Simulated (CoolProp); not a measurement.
Vapour-liquid equilibrium of R1234yf (1) + R134a (2) at 2.6 bar; x and y are mole fractions of (1).

Model: multi-fluid Helmholtz-energy mixture model, Lemmon 2022 and Tillner-Roth 1994; pair parameters Bell 2022, in CoolProp.

```json
[
 {"x": "0.05", "bubble temperature, mixture model (°C)": "-3.7", "bubble temperature, Raoult's law (°C)": "-3.4", "y, mixture model": "0.065", "y, Raoult's law": "0.054"},
 {"x": "0.125", "bubble temperature, mixture model (°C)": "-4.3", "bubble temperature, Raoult's law (°C)": "-3.5", "y, mixture model": "0.154", "y, Raoult's law": "0.135"},
 {"x": "0.2", "bubble temperature, mixture model (°C)": "-4.9", "bubble temperature, Raoult's law (°C)": "-3.7", "y, mixture model": "0.236", "y, Raoult's law": "0.214"},
 {"x": "0.275", "bubble temperature, mixture model (°C)": "-5.3", "bubble temperature, Raoult's law (°C)": "-3.9", "y, mixture model": "0.312", "y, Raoult's law": "0.292"},
 {"x": "0.35", "bubble temperature, mixture model (°C)": "-5.6", "bubble temperature, Raoult's law (°C)": "-4.1", "y, mixture model": "0.384", "y, Raoult's law": "0.370"},
 {"x": "0.425", "bubble temperature, mixture model (°C)": "-5.9", "bubble temperature, Raoult's law (°C)": "-4.2", "y, mixture model": "0.453", "y, Raoult's law": "0.446"},
 {"x": "0.5", "bubble temperature, mixture model (°C)": "-6.1", "bubble temperature, Raoult's law (°C)": "-4.4", "y, mixture model": "0.520", "y, Raoult's law": "0.522"},
 {"x": "0.575", "bubble temperature, mixture model (°C)": "-6.2", "bubble temperature, Raoult's law (°C)": "-4.6", "y, mixture model": "0.586", "y, Raoult's law": "0.596"},
 {"x": "0.65", "bubble temperature, mixture model (°C)": "-6.3", "bubble temperature, Raoult's law (°C)": "-4.8", "y, mixture model": "0.653", "y, Raoult's law": "0.670"},
 {"x": "0.725", "bubble temperature, mixture model (°C)": "-6.3", "bubble temperature, Raoult's law (°C)": "-4.9", "y, mixture model": "0.721", "y, Raoult's law": "0.742"},
 {"x": "0.8", "bubble temperature, mixture model (°C)": "-6.2", "bubble temperature, Raoult's law (°C)": "-5.1", "y, mixture model": "0.792", "y, Raoult's law": "0.814"},
 {"x": "0.875", "bubble temperature, mixture model (°C)": "-6.0", "bubble temperature, Raoult's law (°C)": "-5.3", "y, mixture model": "0.866", "y, Raoult's law": "0.884"},
 {"x": "0.95", "bubble temperature, mixture model (°C)": "-5.8", "bubble temperature, Raoult's law (°C)": "-5.5", "y, mixture model": "0.944", "y, Raoult's law": "0.954"}
]
```

The largest gap from Raoult's law is -1.7 K in bubble temperature, at x = 0.5. y crosses x between x = 0.65 and 0.725: the model has an azeotrope there.

Pair parameters are fitted to limited data, so mixtures are less certain than the pure fluids.
